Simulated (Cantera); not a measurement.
A closed system holds: 1 mol CH4, 0.3 mol NH3, 36 mol H2, held at 1900 K and 0.470 bar.

Equilibrium computed with Cantera from the NASA thermochemical tables; the gas is ideal and each condensed phase is pure. Candidate condensed phases: C, C6H6, C7H8, C8H18; 92 gas species. Equilibrium is a limit: real reactors are often held back by kinetics, nucleation or transport.

Q: What is the equilibrium state?

A: 
| Item | Value |
|---|---|
| x(H2) | 0.994 |
| x(N2) | 0.00358 |
| x(H) | 0.00115 |
| x(HCN) | 0.000581 |
| x(C2H2 (acetylene)) | 0.000380 |
| x(CH4) | 0.000261 |
| x(HNC) | 2.73e-5 |
| x(CH3) | 6.07e-6 |
| x(C2H4) | 2.15e-6 |
| n(C(graphite)) | 0.937 mol |
| gas amount | 38.61 mol |
